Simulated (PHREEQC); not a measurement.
Make-up at 93 °C: 0.22 mol/kgw FeCl2. Closed to the air; pH follows from the charge balance.

The numbers come from PHREEQC with the ion-association model, phreeqc.dat.

This is a speciation only: nothing precipitates in the calculation.

Q: Predict the pH, activity of water, density.

A: pH 4.53; activity of water 0.989; density 0.986 g/cm³.

Q: In which forms is Cl present?

A: Cl- 96 %, FeCl+ 4.3 % of the Cl.

Complexes and solids missing from the database can't appear. At this temperature some constants are extrapolated from 25 °C, and those without enthalpy data are left unchanged.
